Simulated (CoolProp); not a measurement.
Model: reference Helmholtz-energy equation of state, Wu 2012, in CoolProp.

Problem. For fluoroethane (R161), give the phase and the cp (kJ/(kg K)), speed of sound (m/s) at 393.5 K and 50 bar; 416.1 K and 50 bar.

Solution. 
- 393.5 K and 50 bar: gas; cp 3.06, speed of sound 198
- 416.1 K and 50 bar: gas; cp 2.33, speed of sound 224
